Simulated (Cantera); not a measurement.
**Transport properties of process gases**

Gas mixture: O₂ = 0.2 (molar parts), at 0.0263 atm, frozen composition.

Cantera's kinetic-theory transport with the Lennard-Jones parameters of GRI-Mech 3.0, ideal gas; thermal conductivity in the mixture-averaged form.

| T (K) | ρ (kg/m³) | cp (J/kg/K) | μ (µPa s) | λ (mW/m/K) | Pr | D (cm²/s) H₂O | D (cm²/s) N₂ | D (cm²/s) CO₂ |
|---|---|---|---|---|---|---|---|---|
| 400 | 0.0257 | 941.4 | 25.6 | 33.9 | 0.713 | 15.2 | 13.1 | 10.0 |
| 500 | 0.0205 | 971.4 | 30.0 | 41.1 | 0.709 | 23.1 | 19.3 | 14.9 |
| 600 | 0.0171 | 1003 | 34.1 | 48.2 | 0.709 | 32.4 | 26.3 | 20.5 |
| 700 | 0.0147 | 1031 | 37.8 | 55.0 | 0.709 | 42.8 | 34.1 | 26.8 |
| 800 | 0.0128 | 1055 | 41.4 | 61.4 | 0.710 | 54.4 | 42.6 | 33.7 |
| 900 | 0.0114 | 1074 | 44.7 | 67.6 | 0.710 | 67.0 | 51.9 | 41.2 |
D: mixture-averaged diffusion coefficient of that species in the mixture.
